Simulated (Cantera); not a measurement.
**SiO2 + Cl2 + O2 (oxide etching and cleaning by halides)**

Feed: 1 mol SiO2, 4.7 mol Cl2, 0.52 mol O2, held at 1450 K.

Equilibrium computed with Cantera from the NASA thermochemical tables; the gas is ideal and each condensed phase is pure. Candidate condensed phases: Si, SiO2; 15 gas species. The tables hold silica as quartz up to 1696 K and as liquid above; real silica turns to tridymite and cristobalite and melts near 1996 K. Equilibrium is a limit: real reactors are often held back by kinetics, nucleation or transport.

From 1.00e-5 bar to 1.00 bar the condensed part is SiO2(β-quartz). The main Si-bearing gas is SiO at 1.00e-5 bar and SiCl4 at 1.00 bar.

```csv
P (Pa),x Cl,x Cl2,x O2,x ClO,x O,x SiCl4,n SiO2(β-quartz)
1,0.942,0.00521,0.0526,1.79e-5,0.000146,1.88e-10,1.000
4.20,0.925,0.0211,0.0535,3.64e-5,7.17e-5,3.03e-9,1.00
18,0.864,0.0790,0.0565,7.24e-5,3.56e-5,4.01e-8,1.00
75,0.712,0.224,0.0641,0.000130,1.86e-5,2.83e-7,1.000
320,0.484,0.440,0.0754,0.000197,9.75e-6,9.34e-7,1.000
1300,0.287,0.628,0.0852,0.000251,5.14e-6,1.68e-6,1.000
5600,0.152,0.756,0.0919,0.000286,2.57e-6,2.26e-6,1.000
24000,0.0766,0.827,0.0957,0.000305,1.27e-6,2.60e-6,1.000
100000,0.0383,0.864,0.0976,0.000314,6.27e-7,2.78e-6,1.000
```
x: gas mole fraction; n: condensed amount in mol.
